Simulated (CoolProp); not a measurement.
Computed with CoolProp (reference Helmholtz-energy equation of state, Gedanitz 2015).

For cyclopentane, give the phase and the cp (kJ/(kg K)) at 78.15 °C and 0.101 MPa; 189.15 °C and 0.101 MPa; 207.65 °C and 0.101 MPa.


- 78.15 °C and 0.101 MPa: gas; cp 1.47
- 189.15 °C and 0.101 MPa: gas; cp 2.00
- 207.65 °C and 0.101 MPa: gas; cp 2.08
